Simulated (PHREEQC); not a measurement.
A solution holds 1.2 mmol/kgw KH2PO4 and 62 mmol/kgw H2SO4, at 39 °C. Closed to the air; pH follows from the charge balance.

Equilibrium calculation in PHREEQC: ion-association model, phreeqc.dat.

```
quantity                    before     after
------------------------  --------  --------
pH                            1.22      2.09
ionic strength (mol/kgw)    0.0871    0.0137
H3PO4 (mol/kgw)            0.00107  0.000666
H2PO4- (mol/kgw)          0.000131  0.000534
HPO4-2 (mol/kgw)          2.97e-10   6.26e-9
```

### Question
Name the change that produced these shifts.
(A) H2SO4 from 0.062 to 0.31 mol/kgw
(B) diluted 2-fold with water
(C) H2SO4 from 0.062 to 0.0062 mol/kgw
(D) H2SO4 left out
(E) diluted 100-fold with water

### Answer
C, H2SO4 from 0.062 to 0.0062 mol/kgw

No solid was allowed to form. Away from 25 °C the constants follow the database's enthalpies or fits; those with neither stay at their 25 °C values.
